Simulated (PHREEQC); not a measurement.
PHREEQC input (ion-association model, wateq4f.dat):

```
SOLUTION_MASTER_SPECIES
  An  An-  0  An  62.0  # stands for a non-complexing anion
SOLUTION_SPECIES
  An- = An-
    -log_k 0
    -gamma 3.0 0
PHASES
  Fix_H+
    H+ = H+
    -log_k 0
SOLUTION 1
  temp 25
  units mmol/kgw
  pH 7 charge
  Cl 0.00028
  Zn 0.00014
  Na 50
  An 50
END
SELECTED_OUTPUT 1
  -reset false
  -pH true
  -pe true
  -ionic_strength true
  -water true
  -totals Cl Na Zn
  -molalities Hfo_wOH Hfo_wOH2+ Hfo_wO- Hfo_sOH Hfo_sOH2+ Hfo_sO- Hfo_sOZn+ Hfo_wOZn+
  -saturation_indices Zincite(c) Zn5(OH)8Cl2 Halite
USER_PUNCH 1
  -headings sigma psi
  10 PUNCH EDL("sigma", "Hfo"), EDL("psi", "Hfo")
PRINT
  -reset false
USE solution 1
SURFACE 1
  Hfo_wOH 4.7191e-05 600 0.021
  Hfo_sOH 1.17978e-06
EQUILIBRIUM_PHASES 1
  Fix_H+ -3 HAn 10
    -force_equality true
  O2(g) -0.68 10
END
# ... the last block is repeated for the other 12 points of pH, with NaOH or the acid as the point needs
```

Selected output (columns that matter, 13 of 13 rows; pH added in front):

```
pH	mu	Na	Zn	m_Hfo_wOH	m_Hfo_wOH2+	m_Hfo_wO-	m_Hfo_sOH	m_Hfo_sOH2+	m_Hfo_sO-	si_Zincite(c)	si_Zn5(OH)8Cl2	si_Halite	sigma	psi
3	0.051196	0.05	1.4e-07	1.6938e-06	4.5496e-05	1.4446e-09	4.2346e-08	1.1374e-06	3.6116e-11	-12.314	-63.659	-9.6118	0.35712	0.16924
3.67	0.050272	0.05	1.4e-07	5.984e-06	4.1187e-05	1.9917e-08	1.496e-07	1.0297e-06	4.9793e-10	-10.972	-58.288	-9.6106	0.32315	0.16459
4.33	0.050072	0.05	1.3999e-07	1.4051e-05	3.3003e-05	1.3705e-07	3.5127e-07	8.2507e-07	3.4261e-09	-9.6515	-53.005	-9.6103	0.25799	0.15316
5	0.050024	0.05	1.3979e-07	2.3133e-05	2.3537e-05	5.2083e-07	5.7823e-07	5.8834e-07	1.3019e-08	-8.312	-47.648	-9.6103	0.18067	0.13502
5.67	0.05001	0.05	1.37e-07	2.9983e-05	1.5914e-05	1.2941e-06	7.4775e-07	3.9688e-07	3.2274e-08	-6.9808	-42.332	-9.6103	0.11478	0.11211
6.33	0.050005	0.05	1.0717e-07	3.3852e-05	1.0937e-05	2.4002e-06	8.2375e-07	2.6615e-07	5.8406e-08	-5.7679	-37.587	-9.6102	0.067223	0.085816
7	0.050002	0.05	2.5367e-08	3.5594e-05	7.9336e-06	3.6583e-06	8.0729e-07	1.7994e-07	8.2973e-08	-5.0562	-35.369	-9.6102	0.034361	0.055719
7.67	0.050001	0.05	1.8847e-09	3.6152e-05	6.2153e-06	4.8173e-06	8.0287e-07	1.3803e-07	1.0698e-07	-4.8605	-35.73	-9.6102	0.012002	0.022756
8.33	0.050003	0.050004	1.5185e-10	3.6194e-05	5.0652e-06	5.925e-06	8.0255e-07	1.1231e-07	1.3138e-07	-4.7656	-36.576	-9.6102	-0.0056595	-0.011
9	0.050014	0.050016	4.8033e-11	3.5814e-05	3.9704e-06	7.4005e-06	7.9403e-07	8.8029e-08	1.6408e-07	-4.6594	-37.385	-9.6101	-0.025779	-0.04465
9.67	0.050061	0.050065	5.6511e-11	3.4542e-05	2.7682e-06	9.8741e-06	7.6585e-07	6.1376e-08	2.1892e-07	-4.5028	-37.942	-9.6098	-0.054553	-0.075948
10.33	0.05027	0.050276	1.009e-10	3.1474e-05	1.6092e-06	1.4102e-05	6.9784e-07	3.5681e-08	3.1267e-07	-4.2674	-38.085	-9.6082	-0.09672	-0.10344
11	0.051245	0.051255	2.9383e-10	2.5498e-05	7.1003e-07	2.0977e-05	5.6545e-07	1.5746e-08	4.6518e-07	-3.9127	-37.653	-9.6011	-0.15758	-0.12747
```

Species that the database lacks are ignored. The oxide is taken as insoluble; below pH 4 it would dissolve.
